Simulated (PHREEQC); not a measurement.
A solution holds 7.2 mmol/kgw MnSO4, at 25 °C. Closed to the air; pH follows from the charge balance.

Model: ion-association model, phreeqc.dat, run in PHREEQC.

The pH is 6.57. The ionic strength is 0.0218 mol/kgw and the specific conductance is 1180 µS/cm.

```csv
species,molality,activity,log γ
Mn+2,0.00545,0.00318,-0.233
SO4-2,0.00545,0.00311,-0.243
MnSO4,0.00175,0.00176,0.002
MnOH+,3.51e-7,3.06e-7,-0.061
H+,3.02e-7,2.68e-7,-0.052
HSO4-,9.34e-8,8.09e-8,-0.062
OH-,4.39e-8,3.78e-8,-0.064
```

Precipitation was switched off in this run. Species that the database lacks are ignored.
